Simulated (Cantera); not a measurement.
Input: 1 mol SiCl₄, 1.5 mol HCl, 65 mol H₂, 0.067 mol Cl₂, equilibrated at 925 °C and 0.00180 bar.

Cantera equilibrium calculation (NASA polynomials, part measured and part estimated; ideal gas, pure solids and liquids). Candidate condensed phases: Si; 19 gas species. The tables' values for SiCl₃ are old estimates; treat these amounts as uncertain. Rates play no part.

Base state: H₂ 0.930, HCl 0.0597, SiCl₂ 0.00902, SiCl₃ 0.000687, SiCl₄ 0.000462, SiHCl₃ 0.000194, SiH₂Cl₂ 1.06e-5 (mole fractions); condensed: Si(s).

Task: What changes in the equilibrium state with this change: temperature from 925 °C to 1125 °C?

Result: 
| species | before | after |
|---|---|---|
| H₂ | 0.930 | 0.929 |
| HCl | 0.0597 | 0.0593 |
| SiCl₂ | 0.00902 | 0.0112 |
| SiCl₃ | 0.000687 | 0.000147 |
| SiCl₄ | 0.000462 | 8.26e-6 |
| H | 4.33e-6 | 0.000108 |
| SiHCl₃ | 0.000194 | 9.09e-6 |
| SiH₂Cl₂ | 1.06e-5 | 1.50e-6 |
| Si(s), mol | 0.289 | 0.223 |
